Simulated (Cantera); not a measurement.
Input: 1 mol Si, 5.1 mol H₂, 0.7 mol HCl, held at 1 atm.

Cantera equilibrium calculation (NASA polynomials, part measured and part estimated; ideal gas, pure solids and liquids). Candidate condensed phases: Si; 19 gas species. Gases not in the tables: Si₂H₆ and higher silanes. The numbers say what is thermodynamically allowed, not how fast it happens.

What share of the Si ends up in condensed phases as a function of T (°C), at 875, 950, 1025, 1100, 1175, 1250, 1325, 1400, 1475?


```
T (°C)  Si condensed (%)     as
------  ----------------  -----
875                 82.9  Si(s)
950                 84.1  Si(s)
1025                85.3  Si(s)
1100                86.1  Si(s)
1175                86.6  Si(s)
1250                86.7  Si(s)
1325                86.7  Si(s)
1400                86.6  Si(s)
1475                87.1  Si(l)
```
